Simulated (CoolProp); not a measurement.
A single-stage vapour-compression cycle with propylene: evaporating at 204.15 K (dew point), condensing at 263.15 K (bubble point), superheat 5 K, subcooling 8 K, compressor efficiency 0.75, no pressure losses. Each further row changes one setting.

Computed with CoolProp (reference Helmholtz-energy equation of state, Lemmon 2013).

```csv
case,cooling COP,pressure ratio,discharge temperature (K),refrigerating effect (kJ/kg),volumetric capacity (kJ/m³)
as stated,2.15,12.6,329.5,355,297
evaporating temperature 209.15 K,2.46,9.51,322.0,360,390
condensing temperature 258.15 K,2.40,10.6,321.3,366,307
subcooling 13 K,2.22,12.6,329.5,366,307
superheat 15 K,2.13,12.6,341.2,367,293
compressor efficiency 0.65,1.87,12.6,344.2,355,297
```
